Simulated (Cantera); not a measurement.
Thermodynamics of chlorosilane synthesis and conversion, feed SiCl4 + Cl2 + H2

Feed: 1 mol SiCl4, 2.6 mol Cl2, 4 mol H2, at 775 K and 0.620 bar.

These are equilibrium values from Cantera (NASA tables, ideal gas, pure condensed phases), not measurements of a reactor. Candidate condensed phases: Si; 19 gas species. Kinetics and transport are ignored.

| Item | Value |
|---|---|
| x(HCl) | 0.684 |
| x(H2) | 0.184 |
| x(SiCl4) | 0.132 |
| x(SiHCl3) | 2.29e-5 |
| gas amount | 7.600 mol |
| log10 activity of Si(s) (absent) | -12.46 |
